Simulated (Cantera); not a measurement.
Mixture: CH₄ : O₂ : N₂ = 1 : 2.99 : 11.2 (molar parts), at 0.987 atm, adiabatic and at constant volume. Ignition delay is the time to a rise of 400 K.

Cantera simulation using GRI-Mech 3.0 (53 species, 325 reactions); the numbers are that mechanism's predictions, not measurements.

Question: What does this change do: N2 11.2 to 16 parts?

Answer: 
```json
[
 {"quantity": "delay at 1323 K", "before": "6.82 ms", "after": "9.50 ms"},
 {"quantity": "delay at 1473 K", "before": "1.26 ms", "after": "1.70 ms"},
 {"quantity": "delay at 1623 K", "before": "0.339 ms", "after": "0.438 ms"},
 {"quantity": "delay at 1773 K", "before": "0.121 ms", "after": "0.153 ms"},
 {"quantity": "delay at 1923 K", "before": "52.5 µs", "after": "65.2 µs"},
 {"quantity": "apparent activation energy between 1848 and 1998 K", "before": "160 kJ/mol", "after": "160 kJ/mol"}
]
```

Question: What does this change do: CH4 1 to 1.4 parts?

Answer: 
```csv
quantity,before,after
delay at 1323 K,6.82 ms,8.02 ms
delay at 1473 K,1.26 ms,1.42 ms
delay at 1623 K,0.339 ms,0.359 ms
delay at 1773 K,0.121 ms,0.123 ms
delay at 1923 K,52.5 µs,51.8 µs
apparent activation energy between 1848 and 1998 K,160 kJ/mol,160 kJ/mol
```
